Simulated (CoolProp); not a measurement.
R113 along the isotherm 500 K: density (kg/m³) from the reference equation and from simpler models built on Tc = 487.2 K, pc = 3.392 MPa, ω = 0.253; each cubic takes its own stable root.

The numbers come from the reference Helmholtz-energy equation of state, Marx 1992 in CoolProp.

| p (MPa) | phase | reference |
|---|---|---|
| 1.06 | gas | 53.29 |
| 2.12 | gas | 123.7 |
| 3.18 | gas | 238.2 |
| 4.24 | supercritical | 688.3 |
| 5.3 | supercritical | 873.6 |
| 6.36 | supercritical | 938.6 |
| 7.42 | supercritical | 980.3 |
| 8.48 | supercritical | 1012 |
| 9.54 | supercritical | 1037 |
| 10.6 | supercritical | 1058 |
| 11.7 | supercritical | 1077 |
| 12.7 | supercritical | 1093 |
| 13.8 | supercritical | 1108 |
| 14.8 | supercritical | 1121 |
| 15.9 | supercritical | 1134 |
| 17 | supercritical | 1146 |

**Question.** How far does each simpler model (ideal gas, van der Waals, Redlich-Kwong, Soave-Redlich-Kwong, Peng-Robinson) lie from the reference over these 16 states: mean and median of the absolute difference, and the worst?

**Answer.** 
- ideal gas: mean 48.9 %, median 49.3 %, worst -72.7 % at 500 K and 5.3 MPa
- van der Waals: mean 20.9 %, median 25.6 %, worst -26.3 % at 500 K and 6.36 MPa
- Redlich-Kwong: mean 7.4 %, median 7.7 %, worst -13.9 % at 500 K and 5.3 MPa
- Soave-Redlich-Kwong: mean 8.4 %, median 8.3 %, worst -16.6 % at 500 K and 4.24 MPa
- Peng-Robinson: mean 3.4 %, median 3.0 %, worst -10.0 % at 500 K and 4.24 MPa
